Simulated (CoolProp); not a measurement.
A Linde-Hampson liquefier for normal hydrogen: isothermal reversible compression at 300 K from 1 atm to 30 MPa, throttling to 1 atm, return gas leaving the recuperator 2 K below the feed. Each further row changes one setting.

The numbers come from the reference Helmholtz-energy equation of state, Leachman 2009 in CoolProp.

```csv
case,compression work (kJ/kg of gas)
as stated,7270
high pressure 60 MPa,8360
warm-end temperature 330 K,7970
warm-end gap 7 K,7270
```
